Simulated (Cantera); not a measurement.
Cantera run, input and output.

```python
import numpy as np
import cantera as ct

gas = ct.Solution("gri30.yaml")
gas.TPX = 1600, 470000, {'CH4': 1, 'H2': 0.033, 'O2': 1.68, 'N2': 14.1}
reactor = ct.IdealGasConstPressureReactor(gas, energy="on", clone=False)
net = ct.ReactorNet([reactor])
net.rtol, net.atol = 1e-08, 1e-16
show = ['CH4', 'H2', 'O2', 'H2O', 'OH']
times = np.geomspace(6e-06, 0.9, 13)

steps = ct.SolutionArray(gas, extra=["t"])
rows = []
print(f"{'t/s':>10s}{'T/K':>9s}{'P/Pa':>11s}" + "".join(f"{s:>11s}" for s in show))
for t in times:
    while net.time < t:
        t_next = net.step()
        steps.append(gas.state, t=t_next)
    rows.append([np.interp(t, steps.t, y) for y in (steps.T, steps.P, *steps(*show).X.T)])
    print(f"{t:10.3e}{rows[-1][0]:9.1f}{rows[-1][1]:11.4g}" + "".join(f"{x:11.3e}" for x in rows[-1][2:]))
rate = np.gradient(steps.T, steps.t)
print("integrator steps:", len(steps.t))
if steps.T.max() > steps.T[0] + 200:
    print(f"time of steepest temperature rise: {steps.t[rate.argmax()]:.4e} s")
gas.TPX = 1600, 470000, {'CH4': 1, 'H2': 0.033, 'O2': 1.68, 'N2': 14.1}
gas.equilibrate("HP")
print(f"equilibrium (HP): T = {gas.T:.1f} K  " + "  ".join(f"{s} {gas[s].X[0]:.3e}" for s in show))
```

Output:

```
       t/s      T/K       P/Pa        CH4         H2         O2        H2O         OH
 6.000e-06   1600.0    4.7e+05  5.947e-02  1.964e-03  9.992e-02  2.926e-06  7.200e-08
 1.620e-05   1599.9    4.7e+05  5.943e-02  1.968e-03  9.991e-02  1.704e-05  1.872e-07
 4.374e-05   1600.1    4.7e+05  5.923e-02  1.991e-03  9.981e-02  1.348e-04  6.097e-07
 1.181e-04   1605.8    4.7e+05  5.757e-02  2.313e-03  9.889e-02  1.255e-03  2.233e-06
 3.188e-04   2437.6    4.7e+05  1.927e-14  1.639e-02  2.751e-03  9.601e-02  5.486e-03
 8.607e-04   2521.7    4.7e+05  4.532e-14  1.411e-02  5.000e-04  1.023e-01  2.359e-03
 2.324e-03   2520.1    4.7e+05  4.747e-14  1.420e-02  4.767e-04  1.022e-01  2.310e-03
 6.274e-03   2517.4    4.7e+05  4.991e-14  1.436e-02  4.546e-04  1.021e-01  2.264e-03
 1.694e-02   2516.3    4.7e+05  5.091e-14  1.442e-02  4.459e-04  1.020e-01  2.245e-03
 4.573e-02   2516.2    4.7e+05  5.094e-14  1.442e-02  4.457e-04  1.020e-01  2.245e-03
 1.235e-01   2516.2    4.7e+05  5.094e-14  1.442e-02  4.457e-04  1.020e-01  2.245e-03
 3.334e-01   2516.2    4.7e+05  5.094e-14  1.442e-02  4.457e-04  1.020e-01  2.245e-03
 9.000e-01   2516.2    4.7e+05  5.094e-14  1.442e-02  4.457e-04  1.020e-01  2.245e-03
integrator steps: 1933
time of steepest temperature rise: 2.7245e-04 s
equilibrium (HP): T = 2516.2 K  CH4 5.960e-14  H2 1.442e-02  O2 4.457e-04  H2O 1.020e-01  OH 2.245e-03
```

Model: GRI-Mech 3.0 (53 species, 325 reactions), integrated in Cantera.
